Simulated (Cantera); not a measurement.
Feed: 1 mol Si, a varied amount of HF, 0.55 mol N2, at 427 °C and 9.10 Pa.

Equilibrium computed with Cantera from the NASA thermochemical tables; the gas is ideal and each condensed phase is pure. Candidate condensed phases: Si, Si3N4; 37 gas species. N2 is the only nitrogen source here; it is nearly inert below about 1500 K, so the nitride shown seldom forms there in practice. The numbers say what is thermodynamically allowed, not how fast it happens.

x: gas mole fraction; n: condensed amount in mol.

```json
[
 {"n(HF) (mol)": "1.9", "x HF": "3.51e-5", "x H2": "0.585", "x SiF4": "0.292", "x N2": "0.123", "x SiHF3": "8.89e-6", "x NH3": "1.34e-7", "x SiF3": "1.79e-8", "n Si3N4(s)": "0.175"},
 {"n(HF) (mol)": "2.1", "x HF": "3.52e-5", "x H2": "0.581", "x SiF4": "0.290", "x N2": "0.129", "x SiHF3": "8.75e-6", "x NH3": "1.35e-7", "x SiF3": "1.77e-8", "n Si3N4(s)": "0.158"},
 {"n(HF) (mol)": "2.5", "x HF": "3.54e-5", "x H2": "0.575", "x SiF4": "0.287", "x N2": "0.138", "x SiHF3": "8.54e-6", "x NH3": "1.38e-7", "x SiF3": "1.73e-8", "n Si3N4(s)": "0.125"},
 {"n(HF) (mol)": "2.9", "x HF": "3.54e-5", "x H2": "0.570", "x SiF4": "0.285", "x N2": "0.144", "x SiHF3": "8.40e-6", "x NH3": "1.40e-7", "x SiF3": "1.71e-8", "n Si3N4(s)": "0.0917"},
 {"n(HF) (mol)": "3.3", "x HF": "3.55e-5", "x H2": "0.567", "x SiF4": "0.284", "x N2": "0.149", "x SiHF3": "8.30e-6", "x NH3": "1.41e-7", "x SiF3": "1.70e-8", "n Si3N4(s)": "0.0583"},
 {"n(HF) (mol)": "3.8", "x HF": "3.55e-5", "x H2": "0.564", "x SiF4": "0.282", "x N2": "0.153", "x SiHF3": "8.20e-6", "x NH3": "1.42e-7", "x SiF3": "1.68e-8", "n Si3N4(s)": "0.0167"},
 {"n(HF) (mol)": "4.4", "x HF": "0.101", "x H2": "0.506", "x SiF4": "0.253", "x N2": "0.139", "x SiHF3": "[?]", "x NH3": "1.15e-7", "x SiF3": "5.01e-12", "n Si3N4(s)": "0"},
 {"n(HF) (mol)": "5", "x HF": "0.220", "x H2": "0.440", "x SiF4": "0.220", "x N2": "0.121", "x SiHF3": "[?]", "x NH3": "8.64e-8", "x SiF3": "1.87e-12", "n Si3N4(s)": "0"},
 {"n(HF) (mol)": "5.8", "x HF": "0.336", "x H2": "0.374", "x SiF4": "0.187", "x N2": "0.103", "x SiHF3": "[?]", "x NH3": "6.25e-8", "x SiF3": "<1e-12", "n Si3N4(s)": "0"},
 {"n(HF) (mol)": "6.7", "x HF": "0.432", "x H2": "0.320", "x SiF4": "0.160", "x N2": "0.0880", "x SiHF3": "[?]", "x NH3": "4.58e-8", "x SiF3": "<1e-12", "n Si3N4(s)": "0"},
 {"n(HF) (mol)": "7.7", "x HF": "0.510", "x H2": "0.276", "x SiF4": "0.138", "x N2": "0.0759", "x SiHF3": "[?]", "x NH3": "3.40e-8", "x SiF3": "<1e-12", "n Si3N4(s)": "0"},
 {"n(HF) (mol)": "8.9", "x HF": "0.580", "x H2": "0.237", "x SiF4": "0.118", "x N2": "0.0651", "x SiHF3": "[?]", "x NH3": "2.50e-8", "x SiF3": "<1e-12", "n Si3N4(s)": "0"},
 {"n(HF) (mol)": "10", "x HF": "0.628", "x H2": "0.209", "x SiF4": "0.105", "x N2": "0.0576", "x SiHF3": "[?]", "x NH3": "1.96e-8", "x SiF3": "<1e-12", "n Si3N4(s)": "0"}
]
```

### Question
Fill in the missing entries.

### Answer

- 4.4, x SiHF3: 2.32e-9
- 5, x SiHF3: 8.04e-10
- 5.8, x SiHF3: 3.80e-10
- 6.7, x SiHF3: 2.17e-10
- 7.7, x SiHF3: 1.36e-10
- 8.9, x SiHF3: 8.84e-11
- 10, x SiHF3: 6.38e-11
